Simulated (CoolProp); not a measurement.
Vapour pressure (bar) of nitrogen: the reference equation beside estimates from Tc = -147.0 °C, pc = 33.96 bar, ω = 0.037. Clausius-Clapeyron is anchored at -180.85 °C with a constant enthalpy of vaporisation of 4.943 kJ/mol.

Computed with CoolProp (reference Helmholtz-energy equation of state, Span 2000).

```tsv
T (°C)	reference	Clausius-Clapeyron	van der Waals	Redlich-Kwong	Peng-Robinson
-199.05	0.6779	0.8977	2.602	0.5524	0.6892
-192.95	1.399	1.653	4.080	1.241	1.412
-186.95	2.565	2.769	6.002	2.407	2.577
-180.85	4.367	4.367	8.485	4.256	4.380
-174.85	6.904	6.471	11.50	6.889	6.923
-168.75	10.43	9.213	15.18	10.55	10.47
-162.75	15.00	12.56	19.44	15.27	15.08
-156.65	20.98	16.64	24.47	21.35	21.10
```

Absolute difference from the reference over all 8 rows, mean and median: Clausius-Clapeyron 14.2 and 14.0 %, van der Waals 107.8 and 80.4 %, Redlich-Kwong 5.4 and 2.2 %, Peng-Robinson 0.6 and 0.5 %.
